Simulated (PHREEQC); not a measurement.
A made-up water analysis in mg/kgw, 25 °C, pH 1.96, pe 12.1: Na 1300; K 155; Ca 558; Mg 130; Cl 299; S(6) as SO4 4800; Zn 9.83; Pb 13.5; Mn(2) 34.2; Si as SiO2 1.51; Fe(3) 39.4.

Valence states are taken as typed.

Model: ion-association model, wateq4f.dat, run in PHREEQC.

No solid was allowed to form.

**Question.** Estimate the ionic strength, charge-balance error.

**Answer.** ionic strength 0.123 mol/kgw; charge-balance error 12.2 %.

**Question.** In which forms is Pb present?

**Answer.** PbSO4 56 %, Pb+2 33 %, Pb(SO4)2-2 7.7 %, PbCl+ 3.7 % of the Pb.

Examples of supersaturated solids here: Anglesite, Hematite (slow to form). Others may be too.
